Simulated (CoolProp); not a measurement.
R125 along the isotherm 344.8 K: density (kg/m³) from the reference equation and from simpler models built on Tc = 339.2 K, pc = 3618 kPa, ω = 0.305; each cubic takes its own stable root.

The numbers come from the reference Helmholtz-energy equation of state, Lemmon 2005 in CoolProp.

```csv
p (kPa),phase,reference,ideal gas,van der Waals,Redlich-Kwong,Soave-Redlich-Kwong,Peng-Robinson
4020,supercritical,503.7,168.3,503.3,517.3,452.6,482.2
8040,supercritical,1006,336.6,720.5,877.2,868.8,963.1
12100,supercritical,1088,506.6,786.0,979.4,973.6,1082
16100,supercritical,1139,674.0,827.2,1045,1041,1157
20100,supercritical,1178,841.5,857.8,1095,1091,1213
24100,supercritical,1209,1009,882.0,1135,1131,1258
28100,supercritical,1236,1176,902.1,1168,1165,1295
32200,supercritical,1260,1348,919.6,1197,1194,1328
36200,supercritical,1280,1516,934.4,1222,1220,1356
```
